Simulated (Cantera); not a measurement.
A diamond (100) surface in a fixed gas of H2 with x(CH4) = 0.0062, x(CH3) = 0.00085, at 1148 K, 1100 Pa; coverages are run to steady state.

Detailed kinetics in Cantera: the Harris–Goodwin 1993 mechanism for the reconstructed diamond (100) surface.

One state of this run: growth (µm/h) = 6.33; θ c6HH = 0.472; θ c6H* = 0.0329; θ c6*H = 0.466; θ c6** = 0.0240; θ c6HM = 0.00340. θ: site fractions in the mechanism's names (c6HH fully hydrogenated, c6H* and c6*H radical sites, c6** diradical, c6HM methylated).

Which value of x(H) does it belong to?
A. 0.0037
B. 0.055
C. 0.00061
D. 0.0015

B, 0.055
